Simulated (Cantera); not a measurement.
Catalytic stagnation flow on Pt

A jet of CH4 : O2 : N2 = 0.014 : 0.14 : 0.79 (molar parts), equivalence ratio 0.20 at 300 K and 38000 Pa hits a platinum plate 9.3 cm away at a mass flux of 0.061 kg/m²/s; the plate temperature is set and raised in steps from an oxygen-covered start.

Detailed kinetics in Cantera: Deutschmann's 1995 Pt surface mechanism with GRI-Mech 3.0 gas chemistry. Catalytic surfaces can have several steady states; this one follows from the mechanism file's or the stated starting coverage.

```json
[
 {"plate T (K)": "950", "wall x CH4": "0.00454", "wall x O2": "0.126", "wall x H2O": "0.0191", "wall x OH": "4.86e-8", "wall x CO": "1.90e-6", "wall x CO2": "0.0126", "θ free Pt": "0.180", "θ O*": "0.818", "θ OH*": "0.00177"},
 {"plate T (K)": "1000", "wall x CH4": "0.00287", "wall x O2": "0.123", "wall x H2O": "0.0221", "wall x OH": "1.28e-7", "wall x CO": "1.60e-6", "wall x CO2": "0.0146", "θ free Pt": "0.238", "θ O*": "0.761", "θ OH*": "0.00176"},
 {"plate T (K)": "1050", "wall x CH4": "0.00174", "wall x O2": "0.121", "wall x H2O": "0.0240", "wall x OH": "3.27e-7", "wall x CO": "2.26e-6", "wall x CO2": "0.0157", "θ free Pt": "0.297", "θ O*": "0.701", "θ OH*": "0.00166"},
 {"plate T (K)": "1100", "wall x CH4": "0.00107", "wall x O2": "0.119", "wall x H2O": "0.0252", "wall x OH": "6.98e-7", "wall x CO": "2.83e-6", "wall x CO2": "0.0165", "θ free Pt": "0.358", "θ O*": "0.641", "θ OH*": "0.00153"},
 {"plate T (K)": "1150", "wall x CH4": "0.000611", "wall x O2": "0.118", "wall x H2O": "0.0261", "wall x OH": "1.37e-6", "wall x CO": "3.42e-6", "wall x CO2": "0.0170", "θ free Pt": "0.417", "θ O*": "0.581", "θ OH*": "0.00140"},
 {"plate T (K)": "1200", "wall x CH4": "0.000292", "wall x O2": "0.118", "wall x H2O": "0.0269", "wall x OH": "2.54e-6", "wall x CO": "3.80e-6", "wall x CO2": "0.0174", "θ free Pt": "0.476", "θ O*": "0.523", "θ OH*": "0.00126"}
]
```
x: mole fraction at the wall; θ: surface coverage.
